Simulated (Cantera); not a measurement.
Charge: 1 mol SiH2Cl2, 0.21 mol O3, 5.3 mol N2, held at 20.3 Torr.

Equilibrium computed with Cantera from the NASA thermochemical tables; the gas is ideal and each condensed phase is pure. Candidate condensed phases: H2O, NH4Cl, Si, SiO2, Si2N2O, Si3N4; 47 gas species. N2 is the only nitrogen source here; it is nearly inert below about 1500 K, so the nitride shown seldom forms there in practice. Mutual solubility and eutectic melting of coexisting phases are not modelled. The tables hold silica as quartz up to 1696 K and as liquid above; real silica turns to tridymite and cristobalite and melts near 1996 K. The numbers say what is thermodynamically allowed, not how fast it happens.

Problem. Which condensed phases are stable at each of these points (T (K)): 775, 875, 975, 1075, 1175, 1275, 1375, 1475, 1575, 1675, 1775?

Solution. 
| T (K) | condensed phases | Si condensed (%) |
|---|---|---|
| 775 | SiO2(α-quartz) + Si2N2O(s) | 98.0 |
| 875 | SiO2(β-quartz) + Si2N2O(s) | 97.4 |
| 975 | SiO2(β-quartz) + Si2N2O(s) | 96.9 |
| 1075 | SiO2(β-quartz) + Si2N2O(s) | 96.4 |
| 1175 | SiO2(β-quartz) + Si2N2O(s) | 95.9 |
| 1275 | SiO2(β-quartz) + Si2N2O(s) | 95.4 |
| 1375 | SiO2(β-quartz) + Si2N2O(s) | 94.7 |
| 1475 | SiO2(β-quartz) + Si2N2O(s) | 93.0 |
| 1575 | SiO2(β-quartz) + Si2N2O(s) | 87.6 |
| 1675 | SiO2(β-quartz) + Si2N2O(s) | 66.3 |
| 1775 | gas only | 0.0 |

At 775 K the condensed part is SiO2(α-quartz) + Si2N2O(s). From 875 K to 1675 K the condensed part is SiO2(β-quartz) + Si2N2O(s). At 1775 K nothing is condensed.
